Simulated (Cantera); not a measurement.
MgO + H2 + C (sublimation and decomposition of ceramics)

Charge: 1 mol MgO, 0.015 mol H2, a varied amount of C, equilibrated at 2550 K and 0.473 Torr.

Equilibrium computed with Cantera from the NASA thermochemical tables; the gas is ideal and each condensed phase is pure. Candidate condensed phases: C, C6H6, C7H8, C8H18, H2O, Mg, MgCO3, MgO, Mg(OH)2; 116 gas species. Rates play no part.

```tsv
n(C) (mol)	x Mg	x O	x CO	x O2	x CO2	x H
0.012	0.558	0.272	0.00570	0.137	0.00111	0.0130
0.018	0.557	0.271	0.00855	0.136	0.00165	0.0130
0.028	0.557	0.268	0.0133	0.133	0.00255	0.0130
0.043	0.555	0.265	0.0204	0.130	0.00386	0.0130
0.066	0.554	0.259	0.0314	0.124	0.00580	0.0130
0.1	0.551	0.251	0.0475	0.116	0.00851	0.0130
0.16	0.547	0.236	0.0761	0.103	0.0128	0.0131
0.24	0.542	0.216	0.114	0.0865	0.0176	0.0132
0.37	0.533	0.183	0.176	0.0622	0.0231	0.0133
```
x: gas mole fraction; nothing condenses.

From 0.012 mol C to 0.37 mol C nothing is condensed. The main Mg-bearing gas is Mg throughout.
